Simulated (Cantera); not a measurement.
Input: 1 mol Al, 0.37 mol O2, a varied amount of N2, 1.3 mol HCl, equilibrated at 1148.15 K and 7.50 Torr.

Method: chemical equilibrium by Gibbs-energy minimisation in Cantera with the NASA 1993 tables (ideal gas, pure condensed phases). Candidate condensed phases: Al, AlCl3, AlN, Al2O3, H2O, NH4Cl; 45 gas species. Mutual solubility and eutectic melting of coexisting phases are not modelled. The tables' values for AlCl2 are old estimates; treat these amounts as uncertain. The numbers say what is thermodynamically allowed, not how fast it happens.

x: gas mole fraction; n: condensed amount in mol.

```csv
n(N2) (mol),x N2,x H2,x AlCl3,x HCl,n AlN(s),n Al2O3(s)
2.6,0.691,0.144,0.0957,0.0691,0.157,0.247
4.4,?,?,?,?,0.164,0.247
7.6,0.869,?,?,?,0.171,0.247
13,0.919,0.0351,0.0234,0.0224,0.178,0.247
22,0.951,0.0209,0.0139,0.0146,0.185,0.247
39,0.971,0.0117,0.00780,0.00904,0.194,0.247
66,0.983,0.00681,0.00453,0.00577,0.202,0.247
110,0.990,0.00400,0.00266,0.00371,0.210,0.247
200,0.994,0.00213,0.00142,0.00220,0.220,0.247
340,0.997,0.00122,0.000810,0.00138,0.229,0.247
580,0.998,0.000690,0.000458,0.000858,0.239,0.247
```

### Question
Complete the blanks.

### Answer

- 4.4, x N2: 0.793
- 4.4, x H2: 0.0944
- 4.4, x AlCl3: 0.0629
- 4.4, x HCl: 0.0498
- 7.6, x H2: 0.0583
- 7.6, x AlCl3: 0.0388
- 7.6, x HCl: 0.0338
